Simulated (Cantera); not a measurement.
An adiabatic, constant-volume homogeneous reactor starts with C₃H₈ : O₂ : N₂ = 1 : 8.62 : 22.4 (molar parts), equivalence ratio 0.58, at 1823 K and 101000 Pa. Integrator tolerance rtol = 1e-08.

Model: GRI-Mech 3.0 (53 species, 325 reactions), integrated in Cantera. GRI-Mech 3.0 was tuned for natural gas; its chemistry of propane as a main component is partial and can be far from experiment.

```tsv
quantity	before	after
time of steepest temperature rise	8.92 µs	13.3 µs
temperature at 8.00 s	2929 K	2902 K
equilibrium temperature	2929 K	2902 K
x(C₃H₈) at 8.00 s	<1e-12 (gas-phase equilibrium <1e-12)	<1e-12 (gas-phase equilibrium <1e-12)
x(O₂) at 8.00 s	0.0960 (gas-phase equilibrium 0.0960)	0.0965 (gas-phase equilibrium 0.0965)
x(CH₃) at 8.00 s	<1e-12 (gas-phase equilibrium <1e-12)	<1e-12 (gas-phase equilibrium <1e-12)
x(CO₂) at 8.00 s	0.0535 (gas-phase equilibrium 0.0535)	0.0563 (gas-phase equilibrium 0.0563)
x(H₂) at 8.00 s	0.00761 (gas-phase equilibrium 0.00761)	0.00696 (gas-phase equilibrium 0.00696)
x(CH₂) at 8.00 s	<1e-12 (gas-phase equilibrium <1e-12)	<1e-12 (gas-phase equilibrium <1e-12)
```

**Question.** What was changed between the two runs?
A) initial temperature 1823 to 1400 K
B) pressure from 101000 Pa to 170000 Pa
C) initial temperature 1823 to 1725 K
D) C3H8 1 to 1.7 parts

**Answer.** C, initial temperature 1823 to 1725 K
